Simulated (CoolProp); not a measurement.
Properties of tetrahydrofuran at several states.

Values from CoolProp's reference Helmholtz-energy equation of state, Fiedler 2023.

| T (K) | p (MPa) | phase | Z | Joule-Thomson coefficient (K/MPa) | isothermal compressibility (1/MPa) | expansivity (1/kK) |
|---|---|---|---|---|---|---|
| 513.7 | 17.6 | liquid | 0.4562 | 0.06289 | 0.005832 | 2.151 |
| 216 | 0.465 | liquid | 0.01925 | -0.5255 | 0.0005400 | 1.083 |
| 245.6 | 21.2 | liquid | 0.7872 | -0.5061 | 0.0005845 | 1.039 |
